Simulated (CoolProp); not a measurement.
C2F6 (R116) at 293.15 K and 0.855 MPa is throttled through a valve to 0.0934 MPa with no heat exchange. Each further row changes one setting.

The numbers come from the reference Helmholtz-energy equation of state, Lemmon 2006 in CoolProp. It is a short technical equation, of lower accuracy than the large ones.

```tsv
case	temperature change (K)	final density (kg/m³)
as stated	-7.2	5.48
outlet pressure 0.028 MPa	-7.9	1.63
outlet pressure 0.121 MPa	-7.0	7.12
```
